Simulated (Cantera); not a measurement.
Charge: 1 mol MgSO₄, 0.076 mol H₂O, at 1425 K and 13.3 mbar.

These are equilibrium values from Cantera (NASA tables, ideal gas, pure condensed phases), not measurements of a reactor. Candidate condensed phases: H₂O, H₂SO₄, Mg, MgO, Mg(OH)₂, MgS, MgSO₄, S; 26 gas species. Rates play no part.

Base state: SO₂ 0.633, O₂ 0.316, H₂O 0.0482, SO₃ 0.00230, OH 8.91e-5 (mole fractions); condensed: MgO(s).

**Question.** What changes in the equilibrium state with this change: MgSO₄ replaced by CsOH?

**Answer.** 
| species | before | after |
|---|---|---|
| CsOH | 0 | 0.914 |
| H₂O | 0.0482 | 0.0747 |
| Cs | 0 | 0.00906 |
| SO₂ | 0.633 | 0 |
| O₂ | 0.316 | 0.00226 |
| SO₃ | 0.00230 | 0 |
| Cs₂(OH)₂ | 0 | 0.000128 |
| CsO | 0 | 1.12e-5 |
| MgO(s), mol | 1.00 | 0 |
Further candidate phases: Cs, CsOH.
